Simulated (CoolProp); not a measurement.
Vapour-liquid equilibrium of carbon dioxide (1) + propylene (2) at -44.15 °C; x and y are mole fractions of (1).

Model: multi-fluid Helmholtz-energy mixture model, Span 1996 and Lemmon 2013; pair parameters Bell 2016, in CoolProp.

```csv
x,"bubble pressure, mixture model (MPa)","bubble pressure, Raoult's law (MPa)","y, mixture model","y, Raoult's law"
0.05,0.1927,0.1554,0.402,0.277
0.125,0.2944,0.2110,0.627,0.509
0.2,0.3828,0.2666,0.728,0.645
0.275,(withheld),0.3221,0.785,0.734
0.35,0.5211,0.3777,(withheld),0.796
0.425,0.5739,0.4333,0.848,0.843
0.5,0.6187,0.4889,0.868,0.879
0.575,0.6578,0.5445,0.885,0.908
0.65,0.6933,0.6001,0.900,0.931
0.725,(withheld),0.6557,0.916,0.950
0.8,0.7611,0.7113,0.933,0.967
0.875,0.7963,0.7669,0.953,0.981
0.95,0.8336,0.8224,0.979,0.993
```

**Question.** Fill in the missing entries.

**Answer.** 
- 0.275, bubble pressure, mixture model (MPa): 0.4580
- 0.35, y, mixture model: 0.821
- 0.725, bubble pressure, mixture model (MPa): 0.7272

The largest gap from Raoult's law is +43.6 % in bubble pressure, at x = 0.2. No azeotrope shows between x = 0.05 and 0.95.

Pair parameters are fitted to limited data, so mixtures are less certain than the pure fluids.
